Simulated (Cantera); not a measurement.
Charge: 1 mol CaCO₃, 8.7 mol O₂, 0.59 mol CO₂, equilibrated at 677 °C and 11.3 Torr.

These are equilibrium values from Cantera (NASA tables, ideal gas, pure condensed phases), not measurements of a reactor. Candidate condensed phases: C, Ca, CaCO₃, CaO; 15 gas species. The numbers say what is thermodynamically allowed, not how fast it happens.

Q: What is the equilibrium state?

A: 
| Property | Result |
|---|---|
| x(O₂) | 0.845 |
| x(CO₂) | 0.155 |
| n(CaO(s)) | 1.00 mol |
| gas amount | 10.29 mol |
| log10 activity of C(graphite) (absent) | -22.50 |
| log10 activity of Ca(s) (absent) | -28.47 |
